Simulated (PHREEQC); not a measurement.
Dissolve 0.05 mol/kgw CdSO4, 0.0001 mol/kgw KCl and 9e-05 mol/kgw NiCl2 at 55 °C. Closed to the air; pH follows from the charge balance.

The numbers come from PHREEQC with the ion-association model, wateq4f.dat.

Each row changes one thing in this solution. Precipitation was switched off in this run.

| case | pH | ionic strength (mol/kgw) | Cl- (mol/kgw) | CdCl+ (mol/kgw) | K+ (mol/kgw) | KSO4- (mol/kgw) | SI of CdOHCl (CdOHCl) | SI of Morenosite (NiSO4:7H2O) |
|---|---|---|---|---|---|---|---|---|
| as made | 5.77 | 0.0990 | 0.000148 | 0.000132 | 9.26e-5 | 7.40e-6 | -3.27 | -4.69 |
| KCl from 0.0001 to 0.0002 mol/kgw | 5.77 | 0.0990 | 0.000201 | 0.000179 | 0.000185 | 1.48e-5 | [?] | -4.69 |
| KCl from 0.0001 to 1e-05 mol/kgw | 5.77 | 0.0989 | 0.000101 | 8.94e-5 | 9.26e-6 | 7.39e-7 | -3.43 | -4.69 |
| 0.005 mol/kgw KHSO4 added | 2.81 | 0.106 | 0.000150 | 0.000130 | 0.00471 | 0.000387 | -6.24 | -4.68 |
| KCl from 0.0001 to 2e-05 mol/kgw | 5.77 | 0.0989 | 0.000106 | 9.41e-5 | 1.85e-5 | 1.48e-6 | [?] | -4.69 |

**Question.** Fill in the missing entries.

**Answer.** 
- KCl from 0.0001 to 0.0002 mol/kgw, SI of CdOHCl (CdOHCl): -3.13
- KCl from 0.0001 to 2e-05 mol/kgw, SI of CdOHCl (CdOHCl): -3.41

Complexes and solids missing from the database can't appear. At this temperature some constants are extrapolated from 25 °C, and those without enthalpy data are left unchanged.
